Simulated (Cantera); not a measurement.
A closed system holds: 1 mol Cu2O, 460 mol H2, 2.3 mol N2, held at 0.00133 bar.

Equilibrium computed with Cantera from the NASA thermochemical tables; the gas is ideal and each condensed phase is pure. Candidate condensed phases: Cu, CuO, Cu(OH)2, Cu2O, H2O; 27 gas species. The numbers say what is thermodynamically allowed, not how fast it happens.

log p: log10 of the partial pressure in bar; n: condensed amount in mol.

| T (K) | log p H2 | log p H | log p N2 | log p Cu | log p H2O | log p OH | log p Cu2 | n Cu(s) | n Cu(l) |
|---|---|---|---|---|---|---|---|---|---|
| 825 | -2.88 | -12.54 | -5.18 | -14.51 | -5.54 | <-14 | <-14 | 2.00 | 0 |
| 925 | -2.88 | -11.02 | -5.18 | -12.22 | -5.54 | <-14 | <-14 | 2.00 | 0 |
| 1025 | -2.88 | -9.80 | -5.18 | -10.38 | -5.54 | <-14 | <-14 | 2.00 | 0 |
| 1125 | -2.88 | … | -5.18 | … | -5.54 | … | … | 2.00 | 0 |
| 1225 | -2.88 | -7.95 | -5.18 | -7.62 | -5.54 | -12.65 | -12.04 | 1.99 | 0 |
| 1325 | -2.88 | -7.23 | -5.18 | -6.55 | -5.54 | -11.72 | -10.53 | 1.90 | 0 |
| 1425 | -2.88 | -6.61 | -5.18 | -5.66 | -5.54 | -10.93 | -9.29 | 0 | 1.25 |
| 1525 | -2.88 | -6.07 | -5.18 | -5.24 | -5.54 | -10.24 | -8.92 | 0 | 0 |
| 1625 | -2.88 | -5.59 | -5.18 | -5.24 | -5.54 | -9.63 | -9.33 | 0 | 0 |
| 1725 | -2.88 | … | -5.18 | -5.24 | -5.54 | … | … | 0 | 0 |
| 1825 | -2.89 | -4.80 | -5.18 | -5.24 | -5.54 | -8.61 | -10.02 | 0 | 0 |
| 1925 | -2.89 | -4.47 | -5.19 | -5.25 | -5.55 | -8.19 | -10.31 | 0 | 0 |
| 2025 | -2.90 | -4.17 | -5.19 | -5.25 | -5.56 | -7.80 | -10.59 | 0 | 0 |

Question: What belongs in the gaps?

Answer: 
- 1725, log p H: -5.17
- 1725, log p OH: -9.09
- 1725, log p Cu2: -9.69
- 1125, log p H: -8.79
- 1125, log p Cu: -8.87
- 1125, log p OH: -13.74
- 1125, log p Cu2: -13.82
